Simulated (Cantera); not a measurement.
Feed: 1 mol Fe₃O₄, 700 mol H₂, equilibrated at 1875 K and 1.33 mbar.

These are equilibrium values from Cantera (NASA tables, ideal gas, pure condensed phases), not measurements of a reactor. Candidate condensed phases: Fe, FeO, Fe(OH)₂, Fe(OH)₃, Fe₂O₃, Fe₃O₄, H₂O; 12 gas species. The numbers say what is thermodynamically allowed, not how fast it happens.

Base state: H₂ 0.972, H 0.0177, H₂O 0.00563, Fe 0.00423 (mole fractions); condensed: gas only.

What changes in the equilibrium state with this change: pressure from 1.33 mbar to 54.0 mbar?


```
species      before    after
----------  -------  -------
H₂            0.972    0.990
H₂O         0.00563  0.00570
H            0.0177  0.00281
Fe          0.00423  0.00150
Fe(l), mol        0     1.95
```
